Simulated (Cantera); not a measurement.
Input: 1 mol SiO₂, 3.5 mol C, 5 mol N₂, at 0.353 Torr.

These are equilibrium values from Cantera (NASA tables, ideal gas, pure condensed phases), not measurements of a reactor. Candidate condensed phases: C, Si, SiC, SiO₂, Si₂N₂O, Si₃N₄; 34 gas species. Equilibrium is a limit: real reactors are often held back by kinetics, nucleation or transport. All values below are at 1748 K.

Base state: N₂ 0.714, CO 0.284, SiO 0.00135, Si 5.84e-5 (mole fractions); condensed: C(graphite) + SiC(s).

Task: What changes in the equilibrium state with this change: C from 3.5 to 0.41 mol?

Result: 
```json
[
 {"species": "N₂", "before": "0.714", "after": "0.859"},
 {"species": "SiO", "before": "0.00135", "after": "0.0709"},
 {"species": "CO", "before": "0.284", "after": "0.0700"},
 {"species": "CO₂", "before": "3.91e-9", "after": "0.000448"},
 {"species": "Si", "before": "5.84e-5", "after": "6.57e-9"},
 {"species": "C(graphite), mol", "before": "0.519", "after": "0"},
 {"species": "SiC(s), mol", "before": "0.990", "after": "0"},
 {"species": "SiO₂(condensed), mol", "before": "0", "after": "0.587"}
]
```
The tables hold silica as quartz up to 1696 K and as liquid above; real silica turns to tridymite and cristobalite and melts near 1996 K.
